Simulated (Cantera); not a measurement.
What does this Cantera script print?

```python
import numpy as np
import cantera as ct

gas_names = """
    C CH CH2 CH3 CH2OH CH3O CH4 CH3OH CO COS CO2 COOH CS CS2 C2 C2H CHCO,ketyl C2H2,acetylene
    C2H2,vinylidene CH2CO,ketene C2H3,vinyl CH3CO,acetyl C2H4 C2H4O,ethylen CH3CHO,ethanal CH3COOH
    (HCOOH)2 C2H5 C2H6 CH3OCH3 C2H5OH C2O C3 C3H3,propargyl C3H4,allene C3H4,propyne C3H4,cyclo-
    C3H5,allyl C3H6,propylene C3H6,cyclo- C3H6O C3H7,n-propyl C3H7,i-propyl C3H8 C3H8O,1propanol
    C3H8O,2propanol C3O2 C4 C4H2 C4H4,1,3-cyclo- C4H6,butadiene C4H6,2-butyne C4H6,cyclo- C4H8,1-butene
    C4H8,cis2-buten C4H8,tr2-butene C4H8,isobutene C4H8,cyclo- (CH3COOH)2 C4H9,n-butyl C4H9,i-butyl
    C4H9,s-butyl C4H9,t-butyl C4H10,isobutane C4H10,n-butane C5 C5H6,1,3cyclo- C5H8,cyclo-
    C5H10,1-pentene C5H10,cyclo- C5H11,pentyl C5H11,t-pentyl C5H12,n-pentane C5H12,i-pentane
    CH3C(CH3)2CH3 C6H2 C6H5,phenyl C6H5O,phenoxy C6H6 C6H5OH,phenol C6H10,cyclo- C6H12,1-hexene
    C6H12,cyclo- C6H13,n-hexyl C7H7,benzyl C7H8 C7H8O,cresol C7H14,1-heptene C7H15,n-heptyl
    C7H16,n-heptane C8H8,styrene C8H10,ethylbenz C8H16,1-octene C8H17,n-octyl C8H18,isooctane
    C8H18,n-octane C9H19,n-nonyl C10H8,naphthale C10H21,n-decyl C12H9,o-bipheny C12H10,bipheny H HCO HO2
    H2 HCHO,formaldehy HCOOH H2O H2O2 H2S H2SO4 O OH O2 O3 S SH SO SO2 SO3 S2 S2O S8
""".split()
cond_names = """
    C(gr) C6H6(L) C7H8(L) C8H18(L),n-octa H2O(s) H2O(L) H2SO4(L) S(cr1) S(cr2) S(L)
""".split()


def load(file, names, dense=False):
    # The tables refer to 1 bar. Condensed volumes are neglected.
    table = {s.name: s for s in ct.Species.list_from_file(file)}
    out = []
    for n in names:
        d = dict(table[n].input_data)
        d["thermo"] = dict(d["thermo"], **{"reference-pressure": 1e5})
        if dense:
            d["equation-of-state"] = {"model": "constant-volume", "density": "1e6 g/cm^3"}
        out.append(ct.Species.from_dict(d))
    return out


gas = ct.Solution(thermo="ideal-gas", species=load("nasa_gas.yaml", gas_names))
cond = {s.name: ct.Solution(thermo="fixed-stoichiometry", species=[s], name=s.name)
        for s in load("nasa_condensed.yaml", cond_names, dense=True)}
atoms = {
    'CO2': {'C': 1, 'O': 2},
    'SO2': {'S': 1, 'O': 2},
    'O2': {'O': 2},
    'H2O': {'H': 2, 'O': 1},
}
top_T = {'C(gr)': 4500}  # K; cautious upper limits of use, not melting points


def equilibrate(T, P, feed):
    n = {}
    for name, mol in feed.items():
        for a, k in atoms[name].items():
            n[a] = n.get(a, 0.0) + k * mol
    gas.TPX = T, P, n
    mass = sum(n.values()) * gas.mean_molecular_weight
    gas.equilibrate("TP")
    valid = [c for c in cond.values() if c.min_temp <= T <= top_T.get(c.name, c.max_temp)]
    mix = ct.Mixture([(gas, mass / gas.mean_molecular_weight)] + [(c, 0.0) for c in valid])
    mix.T, mix.P = T, P
    mix.equilibrate("TP", solver="vcs", rtol=1e-11, max_steps=5000)
    return mix


results = []
feed = {'CO2': 1, 'SO2': 0.071, 'O2': 8.7, 'H2O': 0.035}  # mol
P = 1333.22  # Pa
for T in [973, 1073, 1173, 1273, 1373, 1473, 1573, 1673, 1773, 1873, 1973]:
    mix = equilibrate(T, P, feed)
    results.append((T, P, feed, dict(zip(mix.species_names, mix.species_moles))))
    x = sorted(zip(gas.X, gas.species_names), reverse=True)
    print(f"T = {T:g} K  P = {P:g} Pa  gas = {mix.phase_moles(0):.4g} mol")
    print("   x: " + "  ".join(f"{s} {v:.3e}" for v, s in x if v > 1e-05))
    print("   condensed (mol): " + ("  ".join(f"{mix.phase(i).name} {mix.phase_moles(i):.4g}"
          for i in range(1, mix.n_phases) if mix.phase_moles(i) > 1e-12) or "none"))
```

Output:

```
T = 973 K  P = 1333.22 Pa  gas = 9.798 mol
   x: O2 8.871e-01  CO2 1.021e-01  SO2 5.696e-03  H2O 3.572e-03  SO3 1.550e-03
   condensed (mol): none
T = 1073 K  P = 1333.22 Pa  gas = 9.803 mol
   x: O2 8.872e-01  CO2 1.020e-01  SO2 6.654e-03  H2O 3.570e-03  SO3 5.886e-04
   condensed (mol): none
T = 1173 K  P = 1333.22 Pa  gas = 9.805 mol
   x: O2 8.872e-01  CO2 1.020e-01  SO2 6.997e-03  H2O 3.569e-03  SO3 2.446e-04
   condensed (mol): none
T = 1273 K  P = 1333.22 Pa  gas = 9.805 mol
   x: O2 8.872e-01  CO2 1.020e-01  SO2 7.127e-03  H2O 3.566e-03  SO3 1.143e-04
   condensed (mol): none
T = 1373 K  P = 1333.22 Pa  gas = 9.806 mol
   x: O2 8.872e-01  CO2 1.020e-01  SO2 7.181e-03  H2O 3.560e-03  SO3 5.940e-05  OH 1.861e-05
   condensed (mol): none
T = 1473 K  P = 1333.22 Pa  gas = 9.806 mol
   x: O2 8.872e-01  CO2 1.020e-01  SO2 7.207e-03  H2O 3.545e-03  OH 4.892e-05  SO3 3.371e-05  O 2.277e-05
   condensed (mol): none
T = 1573 K  P = 1333.22 Pa  gas = 9.807 mol
   x: O2 8.871e-01  CO2 1.020e-01  SO2 7.219e-03  H2O 3.512e-03  OH 1.134e-04  O 8.520e-05  SO3 2.058e-05  CO 1.302e-05
   condensed (mol): none
T = 1673 K  P = 1333.22 Pa  gas = 9.808 mol
   x: O2 8.868e-01  CO2 1.019e-01  SO2 7.225e-03  H2O 3.449e-03  O 2.726e-04  OH 2.366e-04  CO 4.677e-05  SO3 1.334e-05
   condensed (mol): none
T = 1773 K  P = 1333.22 Pa  gas = 9.812 mol
   x: O2 8.863e-01  CO2 1.018e-01  SO2 7.226e-03  H2O 3.339e-03  O 7.655e-04  OH 4.504e-04  CO 1.450e-04
   condensed (mol): none
T = 1873 K  P = 1333.22 Pa  gas = 9.819 mol
   x: O2 8.850e-01  CO2 1.014e-01  SO2 7.221e-03  H2O 3.161e-03  O 1.926e-03  OH 7.901e-04  CO 3.971e-04
   condensed (mol): none
T = 1973 K  P = 1333.22 Pa  gas = 9.836 mol
   x: O2 8.825e-01  CO2 1.007e-01  SO2 7.206e-03  O 4.412e-03  H2O 2.896e-03  OH 1.284e-03  CO 9.766e-04  H 2.924e-05
   condensed (mol): none
```

Cantera equilibrium calculation (NASA polynomials, part measured and part estimated; ideal gas, pure solids and liquids).
